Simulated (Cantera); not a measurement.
**Hydrocarbon pyrolysis for carbon deposition**

An isothermal, constant-pressure homogeneous reactor starts with 6.25 % C2H6, 93.8 % N2, at 1648 K and 0.220 bar.

Detailed kinetics in Cantera: GRI-Mech 3.0 (53 species, 325 reactions). GRI-Mech 3.0 stops at C3 and has no aromatics, soot or wall deposition, so with more carbon than oxygen in the feed, carbon stays in small species such as C2H2 where larger ones or solid carbon would form.

```
t (s)       x C2H6     x CH3       x H     x HCN   x C2H2     x H2
--------  --------  --------  --------  --------  -------  -------
7.00e-6     0.0613   0.00199   1.46e-5  2.36e-11  8.38e-9  4.93e-5
2.34e-5     0.0567   0.00539  0.000133   3.45e-8  6.70e-6  0.00168
7.80e-5     0.0353   0.00855  0.000317   6.50e-7  0.00104   0.0164
0.000260   0.00551   0.00385  0.000387   1.71e-6   0.0137   0.0481
0.000868  0.000180  0.000783  0.000151   2.12e-6   0.0330   0.0709
0.00290    1.98e-5  0.000263   5.79e-5   2.15e-6   0.0422   0.0804
0.00967    8.56e-6  0.000174   4.15e-5   2.15e-6   0.0466   0.0853
0.0323     7.31e-6  0.000162   4.34e-5   2.17e-6   0.0480   0.0880
0.108      4.56e-6  0.000129   4.70e-5   2.25e-6   0.0497   0.0931
0.359      1.49e-6   7.54e-5   5.36e-5   2.45e-6   0.0523    0.101
1.20       2.26e-7   2.97e-5   6.00e-5   2.80e-6   0.0543    0.107
4.00       2.69e-8   9.89e-6   6.29e-5   3.23e-6   0.0551    0.110
```
x: mole fraction; the columns are a selection and need not sum to one.

Equilibrium at this temperature and pressure: C2H6 2.71e-9, CH3 2.66e-6, H 6.36e-5, HCN 0.0706, C2H2 0.0201, H2 0.111 (gas phase only).
